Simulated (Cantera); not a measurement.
Cantera run:

```python
import numpy as np
import cantera as ct

gas_names = """
    Fe H H2 H2S S SH S2 S8
""".split()
cond_names = """
    Fe(a) Fe(c) Fe(d) Fe(L) FeS(a) FeS(b) FeS(c) FeS(L) FeS2(s) S(cr1) S(cr2) S(L)
""".split()


# ... load() reads the species with a 1 bar reference pressure and builds the phases ...
atoms = {
    'FeS': {'Fe': 1, 'S': 1},
    'H2': {'H': 2},
}
top_T = {'FeS2(s)': 1010}  # K; cautious upper limits of use, not melting points


# ... equilibrate(T, P, feed) seeds the gas with the atoms and calls Mixture.equilibrate('TP', solver="vcs", rtol=1e-11, max_steps=5000) ...
results = []
feed = {'FeS': 1, 'H2': 200}  # mol
T = 1398  # K
P = 96  # Pa
mix = equilibrate(T, P, feed)
results.append((T, P, feed, dict(zip(mix.species_names, mix.species_moles))))
print(gas.report(threshold=1e-06))
for i in range(1, mix.n_phases):
    print(f"{mix.phase(i).name:16s} {mix.phase_moles(i):12.5e} mol")
```

It prints:

```
       temperature   1398 K
          pressure   96 Pa
           density   1.797e-05 kg/m^3
  mean mol. weight   2.1758 kg/kmol
   phase of matter   gas

                          1 kg             1 kmol
                     ---------------   ---------------
          enthalpy        1.5239e+07        3.3157e+07  J
   internal energy         9.897e+06        2.1534e+07  J
           entropy        1.0805e+05         2.351e+05  J/K
    Gibbs function       -1.3582e+08       -2.9551e+08  J
 heat capacity c_p             14715             32017  J/K
 heat capacity c_v             10894             23702  J/K

                      mass frac. Y      mole frac. X     chem. pot. / RT
                     ---------------   ---------------   ---------------
                Fe        0.00038995        1.5193e-05           -6.2443
                 H        7.0584e-05        0.00015236           -12.677
                H2           0.92218           0.99526           -25.353
               H2S          0.061453         0.0039238           -42.512
                 S        0.00011208        7.6066e-06           -17.159
                SH         0.0032789        0.00021574           -29.836
                S2           0.01252        0.00042484           -34.318
     [   +1 minor]        9.5116e-30        8.0689e-32

Fe(c)             9.96959e-01 mol
FeS(c)            0.00000e+00 mol
S(L)              0.00000e+00 mol
```

Equilibrium computed with Cantera from the NASA thermochemical tables; the gas is ideal and each condensed phase is pure.
